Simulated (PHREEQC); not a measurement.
Model water analysis in mg/kgw, 25 °C, pH 3.66, pe 9.7:

| constituent | mg/kgw |
|---|---|
| Na | 55.7 |
| K | 0.519 |
| Ca | 112 |
| Mg | 29.9 |
| Cl | 55.6 |
| S(6) as SO4 | 591 |
| Cd | 0.27 |
| Ni | 0.23 |
| Al | 31.1 |
| Mn(2) | 0.0928 |

Valence states are taken as typed.

Computed with PHREEQC (ion-association model, wateq4f.dat).

```json
{
 "ionic_strength": "0.0182 mol/kgw",
 "total_alkalinity": "-0.298 meq/kg",
 "charge_balance_error": "1.9 %"
}
```

| species | molality | activity | log γ |
|---|---|---|---|
| SO4-2 | 0.00415 | 0.00247 | -0.226 |
| Na+ | 0.00239 | 0.00210 | -0.057 |
| Ca+2 | 0.00216 | 0.00129 | -0.222 |
| Cl- | 0.00157 | 0.00137 | -0.059 |
| Mg+2 | 0.000912 | 0.000552 | -0.218 |
| AlSO4+ | 0.000824 | 0.000722 | -0.057 |
| CaSO4 | 0.000634 | 0.000637 | 0.002 |
| MgSO4 | 0.000318 | 0.000319 | 0.002 |
| Al+3 | 0.000257 | 9.26e-5 | -0.443 |
| H+ | 0.000245 | 0.000219 | -0.049 |
| Al(SO4)2- | 6.43e-5 | 5.64e-5 | -0.057 |
| HSO4- | 5.99e-5 | 5.25e-5 | -0.057 |
| NaSO4- | 2.95e-5 | 2.60e-5 | -0.056 |
| K+ | 1.31e-5 | 1.14e-5 | -0.059 |
| AlOH+2 | 7.01e-6 | 4.20e-6 | -0.222 |
| Ni+2 | 3.05e-6 | 1.79e-6 | -0.232 |

Precipitation was switched off in this run. Species that the database lacks are ignored.
